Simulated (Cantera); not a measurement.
A perfectly stirred reactor is fed with CH4 : O2 : N2 = 1 : 2.06 : 7.75 (molar parts), equivalence ratio 0.97, at 173 Torr; it is adiabatic with a 448 K inlet, and is followed from long to short residence time, starting on the burning branch (τ in s: 0.1, 0.04, 0.016, 0.0061, 0.0023, 0.00091, 0.00035, 0.00014, 5.3e-05, 2e-05, 7.9e-06, 3.1e-06).

Detailed kinetics in Cantera: GRI-Mech 3.0 (53 species, 325 reactions).

Problem. Predict: blow-out, bracketed by the residence times tried; x(CH4) at τ = 0.100 s; x(O2) at τ = 0.100 s; x(CH3) at τ = 0.100 s; x(NO) at τ = 0.100 s; x(H2) at τ = 0.100 s; x(CH4) at τ = 0.350 ms; x(O2) at τ = 0.350 ms; x(CH3) at τ = 0.350 ms; x(NO) at τ = 0.350 ms; x(H2) at τ = 0.350 ms.

Solution. 
```
Property                                                                         Value
------------------------------------------------  ------------------------------------
blow-out, bracketed by the residence times tried  burning at 0.350 ms, out at 0.140 ms
x(CH4) at τ = 0.100 s                                                          6.15e-6
x(O2) at τ = 0.100 s                                                            0.0151
x(CH3) at τ = 0.100 s                                                          2.90e-6
x(NO) at τ = 0.100 s                                                          0.000840
x(H2) at τ = 0.100 s                                                           0.00727
x(CH4) at τ = 0.350 ms                                                         0.00100
x(O2) at τ = 0.350 ms                                                           0.0360
x(CH3) at τ = 0.350 ms                                                        0.000243
x(NO) at τ = 0.350 ms                                                          2.00e-5
x(H2) at τ = 0.350 ms                                                           0.0184
```
